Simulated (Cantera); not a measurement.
A Cantera script and what it prints.

```python
import numpy as np
import cantera as ct

gas_names = """
    CL CL2 H HCL H2 Si SiCL SiCL2 SiCL3 SiCL4 SiH SiHCL3 SiH2 SiH2CL2 SiH3 SiH3CL SiH4 Si2 Si3
""".split()
cond_names = """
    Si(cr) Si(L)
""".split()


def load(file, names, dense=False):
    # The tables refer to 1 bar. Condensed volumes are neglected.
    table = {s.name: s for s in ct.Species.list_from_file(file)}
    out = []
    for n in names:
        d = dict(table[n].input_data)
        d["thermo"] = dict(d["thermo"], **{"reference-pressure": 1e5})
        if dense:
            d["equation-of-state"] = {"model": "constant-volume", "density": "1e6 g/cm^3"}
        out.append(ct.Species.from_dict(d))
    return out


gas = ct.Solution(thermo="ideal-gas", species=load("nasa_gas.yaml", gas_names))
cond = {s.name: ct.Solution(thermo="fixed-stoichiometry", species=[s], name=s.name)
        for s in load("nasa_condensed.yaml", cond_names, dense=True)}
atoms = {
    'SiCl4': {'Si': 1, 'CL': 4},
    'H2': {'H': 2},
}
top_T = {}  # K; cautious upper limits of use, not melting points


def equilibrate(T, P, feed):
    n = {}
    for name, mol in feed.items():
        for a, k in atoms[name].items():
            n[a] = n.get(a, 0.0) + k * mol
    gas.TPX = T, P, n
    mass = sum(n.values()) * gas.mean_molecular_weight
    gas.equilibrate("TP")
    valid = [c for c in cond.values() if c.min_temp <= T <= top_T.get(c.name, c.max_temp)]
    mix = ct.Mixture([(gas, mass / gas.mean_molecular_weight)] + [(c, 0.0) for c in valid])
    mix.T, mix.P = T, P
    mix.equilibrate("TP", solver="vcs", rtol=1e-11, max_steps=5000)
    return mix


results = []
feed = {'SiCl4': 1, 'H2': 9.9}  # mol
T = 1473  # K
P = 200000  # Pa
mix = equilibrate(T, P, feed)
results.append((T, P, feed, dict(zip(mix.species_names, mix.species_moles))))
print(gas.report(threshold=1e-06))
for i in range(1, mix.n_phases):
    print(f"{mix.phase(i).name:16s} {mix.phase_moles(i):12.5e} mol")
```

Output:

```
       temperature   1473 K
          pressure   2e+05 Pa
           density   0.27348 kg/m^3
  mean mol. weight   16.747 kg/kmol
   phase of matter   gas

                          1 kg             1 kmol
                     ---------------   ---------------
          enthalpy        -2.191e+05       -3.6693e+06  J
   internal energy       -9.5041e+05       -1.5917e+07  J
           entropy             12353        2.0688e+05  J/K
    Gibbs function       -1.8416e+07       -3.0841e+08  J
 heat capacity c_p            2212.3             37049  J/K
 heat capacity c_v            1715.8             28734  J/K

                      mass frac. Y      mole frac. X     chem. pot. / RT
                     ---------------   ---------------   ---------------
                 H        4.8543e-07         8.065e-06           -9.0321
               HCL           0.21545          0.098965           -34.506
                H2          0.097846           0.81281           -18.064
             SiCL2           0.18467          0.031244            -55.68
             SiCL3           0.11577          0.014422           -81.154
             SiCL4           0.23103          0.022775           -106.63
            SiHCL3           0.14211          0.017572           -90.186
           SiH2CL2          0.012819         0.0021256           -73.744
            SiH3CL         0.0002984         7.508e-05           -57.303
              SiH4        2.0737e-06        1.0813e-06           -40.861
     [   +9 minor]        4.2184e-06        1.8459e-06

Si(cr)            0.00000e+00 mol
```

Cantera equilibrium calculation (NASA polynomials, part measured and part estimated; ideal gas, pure solids and liquids). The tables' values for SiCl3 are old estimates; treat these amounts as uncertain.
